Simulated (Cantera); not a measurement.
An adiabatic, constant-pressure homogeneous reactor starts with 8.02 % CH4, 19.3 % O2, 72.7 % N2, at 1375 K and 9.87 atm.

Model: GRI-Mech 3.0 (53 species, 325 reactions), integrated in Cantera.

One state of this run: T (K) = 2740; x CH4 = <1e-12; x O2 = 0.0314; x C2H6 = <1e-12; x O = 0.00240; x HCO = 1.99e-8. x: mole fraction; the columns are a selection and need not sum to one.

### Question
Which value of t (s) does it belong to?
(A) 0.00857
(B) 5.00e-6
(C) 0.000525
(D) 0.000207

### Answer
A, 0.00857
